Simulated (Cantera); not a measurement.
A closed system holds: 1 mol CH3SiCl3, 0.083 mol C2H2, 810 mol H2, at 0.133 bar.

Cantera equilibrium calculation (NASA polynomials, part measured and part estimated; ideal gas, pure solids and liquids). Candidate condensed phases: C, C6H6, C7H8, C8H18, Si, SiC; 109 gas species. The feed counts by its element totals alone. The tables' values for SiCl are old estimates; treat these amounts as uncertain. Gases not in the tables: Si2H6 and higher silanes. Rates play no part.

x: gas mole fraction; n: condensed amount in mol.

```csv
T (K),x H2,x H,x HCl,x Si,x C2H2 (acetylene),x Cl,n SiC(s)
1500,0.996,4.81e-5,0.00369,9.86e-10,3.06e-6,1.44e-7,1.000
1600,0.996,0.000149,0.00369,9.77e-9,1.70e-5,4.35e-7,0.999
1700,0.996,0.000403,0.00369,9.61e-8,4.51e-5,1.16e-6,0.999
1800,0.995,0.000978,0.00368,9.00e-7,7.09e-5,2.77e-6,0.997
1900,0.994,[?],0.00367,[?],[?],[?],0.986
2000,0.992,0.00444,0.00366,4.38e-5,0.000127,1.22e-5,0.937
2100,0.987,0.00848,0.00363,0.000193,0.000233,2.30e-5,0.759
2200,0.980,0.0153,0.00360,0.000649,0.000525,4.08e-5,0.235
2300,0.968,0.0261,0.00355,0.000934,0.000663,6.89e-5,0
2400,0.952,0.0425,0.00349,0.000998,0.000667,0.000111,0
2500,0.928,[?],0.00339,0.00103,0.000662,[?],0
2600,0.895,0.0995,0.00324,0.00104,0.000650,0.000253,0
```

### Question
Complete the blanks.

### Answer

- 1900, x H: 0.00217
- 1900, x Si: 7.16e-6
- 1900, x C2H2 (acetylene): 9.14e-5
- 1900, x Cl: 6.04e-6
- 2500, x H: 0.0663
- 2500, x Cl: 0.000171
